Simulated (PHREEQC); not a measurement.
# Hard or scaling water: speciation

Solution (25 °C): 1.4e-05 mol CaCl2, 3.2e-06 mol Na2SO4 and 0.0001 mol MgSO4 per kg of water. Closed to the air; pH follows from the charge balance.

The numbers come from PHREEQC with the Pitzer model, pitzer.dat.

```yaml
ionic_strength: 0.000452 mol/kgw
osmotic_coefficient: 0.969
```

| species | molality | activity | log γ |
|---|---|---|---|
| SO4-2 | 0.000103 | 9.30e-5 | -0.045 |
| Mg+2 | 0.000100 | 9.02e-5 | -0.045 |
| Cl- | 2.80e-5 | 2.73e-5 | -0.011 |
| Ca+2 | 1.40e-5 | 1.26e-5 | -0.047 |
| Na+ | 6.40e-6 | 6.24e-6 | -0.011 |
| H+ | 1.03e-7 | 1.01e-7 | -0.011 |
| OH- | 1.03e-7 | 1.00e-7 | -0.011 |
| MgOH+ | 1.42e-9 | 1.39e-9 | -0.011 |

Precipitation was switched off in this run. Species that the database lacks are ignored.
